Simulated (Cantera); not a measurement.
A freely propagating, adiabatic, planar premixed flame of H₂ : O₂ : N₂ = 1 : 0.263 : 0.989 (molar parts), equivalence ratio 1.9, unburnt at 325 K and 0.326 atm; multicomponent+Soret transport, grid criteria slope 0.08 and curve 0.16, no radiation.

Cantera simulation using the H2/O2 subset of GRI-Mech 3.0, which has no nitrogen chemistry; the numbers are that mechanism's predictions, not measurements. Burning velocities carry a grid error of a few per cent, more on coarse grids.

x: mole fraction of selected species; z is measured from the peak of heat release.

```
z (mm)  T (K)  u (m/s)   x H₂      x O₂  x H₂O₂      x OH       x O      x H
------  -----  -------  -----  --------  ------  --------  --------  -------
-4.37     325     2.91  0.444     0.117   <1e-8     <1e-8     <1e-8    <1e-8
-2.91     325     2.91  0.444     0.117   <1e-8     <1e-8     <1e-8    <1e-8
-2.19     325     2.91  0.444     0.117   <1e-8     <1e-8     <1e-8    <1e-8
-1.46     325     2.91  0.444     0.117   <1e-8     <1e-8     <1e-8    <1e-8
-0.729    341     2.98  0.429     0.120     ___   1.96e-5   1.74e-6  1.35e-5
-0.364    637     5.38  0.386     0.114     ___  0.000754  0.000174  0.00720
0        1059     8.80  0.296    0.0751     ___   0.00136   0.00260   0.0473
0.364    1326     11.0  0.204    0.0196     ___   0.00289   0.00346   0.0869
0.729    1438     11.9  0.183   0.00346     ___   0.00314   0.00186   0.0925
1.46     1543     12.7  0.186  0.000886     ___   0.00359   0.00136   0.0823
2.91     1657     13.5  0.196  0.000631     ___   0.00393   0.00110   0.0673
5.83     1771     14.4  0.206  0.000418     ___   0.00389  0.000764   0.0516
11.7     1875     15.1  0.214  0.000236     ___   0.00343  0.000449   0.0370
```

Complete the blanks.


- -0.729, x H₂O₂: 8.62e-6
- -0.364, x H₂O₂: 4.66e-5
- 0, x H₂O₂: 9.59e-7
- 0.364, x H₂O₂: 4.73e-7
- 0.729, x H₂O₂: 3.13e-7
- 1.46, x H₂O₂: 2.47e-7
- 2.91, x H₂O₂: 1.69e-7
- 5.83, x H₂O₂: 9.60e-8
- 11.7, x H₂O₂: 4.89e-8
